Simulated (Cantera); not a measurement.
# Stirred combustor or abatement burner

A perfectly stirred reactor is fed with CH4 : C2H6 : C3H8 : O2 : N2 = 1 : 0.27 : 0.091 : 2.43 : 9.13 (molar parts), equivalence ratio 1.4, at 91000 Pa; it is adiabatic with a 323 K inlet, and is followed from long to short residence time, starting on the burning branch (τ in s: 0.1, 0.049, 0.023, 0.011, 0.0053, 0.0025, 0.0012, 0.00057, 0.00027, 0.00013, 6.2e-05, 3e-05).

Model: GRI-Mech 3.0 (53 species, 325 reactions), integrated in Cantera.

| τ (s) | T (K) | x CH4 | x C2H6 | x C3H8 | x C2H | x CH2CO | x NO | x HCO |
|---|---|---|---|---|---|---|---|---|
| 0.10 | 2011 | 8.17e-5 | 3.20e-7 | 7.38e-8 | 2.27e-8 | 5.50e-7 | 0.000163 | 9.53e-8 |
| 0.049 | 2007 | 0.000100 | 5.82e-7 | 1.32e-7 | 3.90e-8 | 8.12e-7 | 0.000180 | 1.62e-7 |
| 0.023 | 2002 | 0.000128 | 1.09e-6 | 2.44e-7 | 6.81e-8 | 1.22e-6 | 0.000191 | 2.97e-7 |
| 0.011 | 1996 | 0.000175 | 2.05e-6 | 4.49e-7 | 1.18e-7 | 1.86e-6 | 0.000195 | 5.49e-7 |
| 0.0053 | 1988 | 0.000259 | 3.91e-6 | 8.43e-7 | 2.07e-7 | 3.03e-6 | 0.000190 | 1.03e-6 |
| 0.0025 | 1977 | 0.000418 | 7.91e-6 | 1.67e-6 | 3.69e-7 | 5.41e-6 | 0.000173 | 1.98e-6 |
| 0.0012 | 1958 | 0.000711 | 1.66e-5 | 3.42e-6 | 6.25e-7 | 1.04e-5 | 0.000139 | 3.81e-6 |
| 0.00057 | 1922 | 0.00136 | 3.98e-5 | 7.84e-6 | 9.54e-7 | 2.33e-5 | 8.59e-5 | 7.47e-6 |
| 0.00027 | 323 | 0.0774 | 0.0209 | 0.00704 | <1e-12 | <1e-12 | <1e-12 | <1e-12 |
| 0.00013 | 323 | 0.0774 | 0.0209 | 0.00704 | <1e-12 | <1e-12 | <1e-12 | <1e-12 |
| 6.2e-5 | 323 | 0.0774 | 0.0209 | 0.00704 | <1e-12 | <1e-12 | <1e-12 | <1e-12 |
| 3.0e-5 | 323 | 0.0774 | 0.0209 | 0.00704 | <1e-12 | <1e-12 | <1e-12 | <1e-12 |
x: mole fraction; the columns are a selection and need not sum to one.
